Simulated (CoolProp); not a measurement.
Normal hydrogen at 298.15 K and 0.332 MPa is throttled through a valve to 0.113 MPa with no heat exchange. Each further row changes one setting.

Values from CoolProp's reference Helmholtz-energy equation of state, Leachman 2009.

| case | final density (kg/m³) |
|---|---|
| as stated | 0.0918 |
| outlet pressure 0.0339 MPa | 0.0276 |
| outlet pressure 0.147 MPa | 0.119 |
